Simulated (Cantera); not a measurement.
A closed system holds: 1 mol SiO2, 1400 mol H2, 98 mol N2, equilibrated at 16.5 Torr.

Equilibrium computed with Cantera from the NASA thermochemical tables; the gas is ideal and each condensed phase is pure. Candidate condensed phases: H2O, Si, SiO2, Si2N2O, Si3N4; 35 gas species. N2 is the only nitrogen source here; it is nearly inert below about 1500 K, so the nitride shown seldom forms there in practice. Mutual solubility and eutectic melting of coexisting phases are not modelled. The tables hold silica as quartz up to 1696 K and as liquid above; real silica turns to tridymite and cristobalite and melts near 1996 K. The numbers say what is thermodynamically allowed, not how fast it happens.

x: gas mole fraction; n: condensed amount in mol.

| T (K) | x H2 | x N2 | x H | x SiO | x H2O | n SiO2(β-quartz) | n Si2N2O(s) |
|---|---|---|---|---|---|---|---|
| 1298 | 0.935 | 0.0654 | 6.98e-6 | 1.68e-6 | 4.93e-5 | 0.950 | 0.0238 |
| 1398 | 0.934 | 0.0654 | 3.08e-5 | 4.74e-5 | 6.44e-5 | 0.912 | 0.00847 |
| 1498 | 0.934 | 0.0654 | ___ | ___ | ___ | ___ | 0 |
| 1598 | 0.933 | 0.0654 | ___ | 0.000667 | 0.000667 | 0 | 0 |
| 1698 | 0.932 | 0.0653 | 0.000941 | 0.000667 | 0.000667 | 0 | 0 |
| 1798 | 0.931 | 0.0653 | 0.00229 | 0.000666 | 0.000666 | 0 | 0 |
| 1898 | 0.928 | 0.0652 | 0.00508 | 0.000665 | 0.000665 | 0 | 0 |
| 1998 | 0.923 | 0.0650 | 0.0104 | 0.000664 | 0.000663 | 0 | 0 |

Problem. Complete the blanks.

Solution. 
- 1498, x H: 0.000112
- 1498, x SiO: 0.000262
- 1498, x H2O: 0.000262
- 1498, n SiO2(β-quartz): 0.607
- 1598, x H: 0.000347
